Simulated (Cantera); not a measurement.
Input: 1 mol SiCl4, 0.64 mol CH4, 2.2 mol H2, 2.6 mol HCl, at 0.0133 bar.

Cantera equilibrium calculation (NASA polynomials, part measured and part estimated; ideal gas, pure solids and liquids). Candidate condensed phases: C, C6H6, C7H8, C8H18, Si, SiC; 109 gas species. Kinetics and transport are ignored.

Over these rows the condensed part is C(graphite) + SiC(s). Partial pressures as log10 of bar:

```csv
T (K),1000/T (1/K),log p SiHCl3,log p HCl,log p H2,log p SiCl2,log p SiCl4
1200,0.8333,-4.48,-2.20,-2.25,-4.56,-2.86
1350,0.7407,-4.70,-2.09,-2.37,-3.79,-3.18
1500,0.6667,-5.06,-2.06,-2.44,-3.31,-3.69
1650,0.6061,?,-2.07,-2.44,-3.05,-4.37
1800,0.5556,-5.98,-2.09,-2.41,-2.90,-5.06
1950,0.5128,-6.41,-2.13,-2.39,-2.81,-5.70
```

Problem. Fit log p(SiHCl3) = a + b·(1000/T) to the five rows, give the apparent enthalpy, and predict the row at 1650 K.

Solution. Means: 1000/T = 0.6618, log p = -5.326. Sxy = 0.426755, Sxx = 0.0691409, so b = 6.17 and a = -5.326 − (6.17)×0.6618 = -9.41.
Apparent enthalpy: −19.145 × (6.17) = -118 kJ/mol. With the condensed phases at unit activity, SiC(s) + 3 HCl(g) = SiHCl3(g) + C(graphite) + H2(g) links this pressure to the main gases: over the six rows their terms move log p by +0.35 in all, so the slope isn't that reaction's ΔH° alone. The five rows lie within 0.24 of the line; that is curvature, so one enthalpy describes this range poorly.
Prediction at 1650 K: -9.41 + (6.17)×0.6061 = -5.67. The computed value is -5.51, 0.16 from the line.
